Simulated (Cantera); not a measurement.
Predominance diagram of Si at 1475 K against the partial pressures of N₂ and Cl₂ (log10, bar). Source: NASA polynomial tables (part measured, part estimated), evaluated in Cantera. Candidates: Si(s), Si₃N₄(s). Only these pure phases compete in this equilibrium. The tables' values for SiN are old estimates.

### Question
Which phase is stable at these pairs, and which metal-bearing vapour leads over it? (-9.3, -10.9); (-1.2, -10.9); (-1.2, -15.6); (-10.4, -18); (-8.7, -15.6); (-5.8, -10.9); (-10.4, -15.6)

### Answer
```
log p(N₂)  log p(Cl₂)     phase  chief vapour  log p (bar)
---------  ----------  --------  ------------  -----------
-9.3            -10.9     Si(s)         SiCl₂         -3.1
-1.2            -10.9  Si₃N₄(s)         SiCl₂         -5.3
-1.2            -15.6  Si₃N₄(s)         SiCl₂        -10.0
-10.4             -18     Si(s)            Si         -8.2
-8.7            -15.6     Si(s)         SiCl₂         -7.8
-5.8            -10.9     Si(s)         SiCl₂         -3.1
-10.4           -15.6     Si(s)         SiCl₂         -7.8
```
